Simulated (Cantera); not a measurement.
Input: 1 mol SiH₄, 0.32 mol H₂O, 1.7 mol N₂, equilibrated at 2000 K and 0.210 bar.

Method: chemical equilibrium by Gibbs-energy minimisation in Cantera with the NASA 1993 tables (ideal gas, pure condensed phases). Candidate condensed phases: H₂O, Si, SiO₂, Si₂N₂O, Si₃N₄; 35 gas species. Mutual solubility and eutectic melting of coexisting phases are not modelled. The tables' values for SiN are old estimates; treat these amounts as uncertain. Gases not in the tables: Si₂H₆ and higher silanes. Equilibrium is a limit: real reactors are often held back by kinetics, nucleation or transport.

Question: What is the equilibrium state?

Answer: 
```
Property           Value
------------  ----------
x(H₂)              0.557
x(N₂)              0.386
x(SiO)            0.0536
x(H)             0.00265
x(Si)           0.000207
x(SiH₂)          5.92e-5
x(SiH)           4.81e-5
x(Si₂N)          2.02e-5
x(SiN)           1.54e-5
n(Si(l))       0.581 mol
n(Si₂N₂O(s))  0.0977 mol
gas amount     4.151 mol
```
